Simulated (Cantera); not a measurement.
Feed: 1 mol C₂H₄, 0.36 mol NH₃, 7.2 mol N₂, 0.25 mol CO₂, held at 2200 K and 14.0 bar.

Equilibrium computed with Cantera from the NASA thermochemical tables; the gas is ideal and each condensed phase is pure. Candidate condensed phases: C, C₆H₆, C₇H₈, C₈H₁₈, H₂O; 136 gas species. Kinetics and transport are ignored.

Base state: N₂ 0.702, H₂ 0.236, CO 0.0480, HCN 0.0123, HNC 0.000968, H 0.000731, C₂H₂ (acetylene) 0.000604, CH₄ 0.000204 (mole fractions); condensed: C(graphite).

### Question
What changes in the equilibrium state with this change: CO₂ from 0.25 to 0.38 mol?

### Answer
| species | before | after |
|---|---|---|
| N₂ | 0.702 | 0.684 |
| H₂ | 0.236 | 0.230 |
| CO | 0.0480 | 0.0711 |
| HCN | 0.0123 | 0.0120 |
| H₂O | 9.03e-6 | 1.31e-5 |
| NH₃ | 1.99e-5 | 1.90e-5 |
| CH₄ | 0.000204 | 0.000195 |
| CH₃ | 1.21e-5 | 1.17e-5 |
| HNC | 0.000968 | 0.000944 |
| C(graphite), mol | 1.60 | 1.47 |
